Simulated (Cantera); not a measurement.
A perfectly stirred reactor is fed with CH₄ : H₂O : H₂ = 1 : 0.73 : 0.12 (molar parts), at 5.00 bar; it is held at 1375 K, and followed from long to short residence time.

Detailed kinetics in Cantera: GRI-Mech 3.0 (53 species, 325 reactions). GRI-Mech 3.0 stops at C3 and has no aromatics, soot or wall deposition, so with more carbon than oxygen in the feed, carbon stays in small species such as C2H2 where larger ones or solid carbon would form.

Question: Predict: x(CH₄) at τ = 2.90 s; x(H₂O) at τ = 2.90 s; x(H₂) at τ = 2.90 s; x(H) at τ = 2.90 s; x(CH₃) at τ = 2.90 s; x(CH₄) at τ = 25.0 ms; x(H₂O) at τ = 25.0 ms; x(H₂) at τ = 25.0 ms; x(H) at τ = 25.0 ms; x(CH₃) at τ = 25.0 ms.

Answer: 
```
Property                Result
---------------------  -------
x(CH₄) at τ = 2.90 s     0.383
x(H₂O) at τ = 2.90 s     0.355
x(H₂) at τ = 2.90 s      0.204
x(H) at τ = 2.90 s     5.64e-7
x(CH₃) at τ = 2.90 s   2.10e-5
x(CH₄) at τ = 25.0 ms    0.537
x(H₂O) at τ = 25.0 ms    0.394
x(H₂) at τ = 25.0 ms    0.0677
x(H) at τ = 25.0 ms    1.35e-7
x(CH₃) at τ = 25.0 ms  2.09e-5
```
